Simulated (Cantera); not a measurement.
A closed system holds: 1 mol toluene, 0.41 mol H2, equilibrated at 1898.15 K and 0.000160 bar.

Equilibrium computed with Cantera from the NASA thermochemical tables; the gas is ideal and each condensed phase is pure. Candidate condensed phases: C, C6H6, C7H8, C8H18; 76 gas species. The numbers say what is thermodynamically allowed, not how fast it happens.

Base state: H2 0.940, H 0.0600, C2H2 (acetylene) 0.000354 (mole fractions); condensed: C(graphite).

Problem. What changes in the equilibrium state with this change: temperature from 1898.15 K to 1773.15 K?

Solution. 
```json
[
 {"species": "H2", "before": "0.940", "after": "0.978"},
 {"species": "H", "before": "0.0600", "after": "0.0223"},
 {"species": "C2H2 (acetylene)", "before": "0.000354", "after": "0.000137"},
 {"species": "C(graphite), mol", "before": "7.00", "after": "7.00"}
]
```
